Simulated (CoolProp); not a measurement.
Water at 490.22 K and 4.98 MPa flows at 2.7 m/s in a round tube of 6 mm bore and 15 µm roughness, fully developed (64/Re and Nu = 3.66 if laminar; Colebrook and Gnielinski if turbulent). Each further row changes one setting.

Model: reference Helmholtz-energy equation of state, Wagner 2002, in CoolProp.

| case | Reynolds number | Darcy friction factor | pressure drop (Pa/m) | heat-transfer coefficient (W/(m² K)) | mass flow (kg/h) |
|---|---|---|---|---|---|
| as stated | (withheld) | (withheld) | 13500 | 36200 | 233 |
| velocity 5.4 m/s | 221000 | 0.0256 | (withheld) | (withheld) | (withheld) |
| diameter 12 mm | 221000 | (withheld) | (withheld) | (withheld) | 930 |

Q: Fill in the missing entries.

A: 
- as stated, Reynolds number: 110000
- as stated, Darcy friction factor: 0.0262
- velocity 5.4 m/s, pressure drop (Pa/m): 52600
- velocity 5.4 m/s, heat-transfer coefficient (W/(m² K)): 70900
- velocity 5.4 m/s, mass flow (kg/h): 465
- diameter 12 mm, Darcy friction factor: 0.0219
- diameter 12 mm, pressure drop (Pa/m): 5620
- diameter 12 mm, heat-transfer coefficient (W/(m² K)): 30100

Viscosity comes from a separate model (Huber 2009). Thermal conductivity comes from a separate model (Huber 2012).
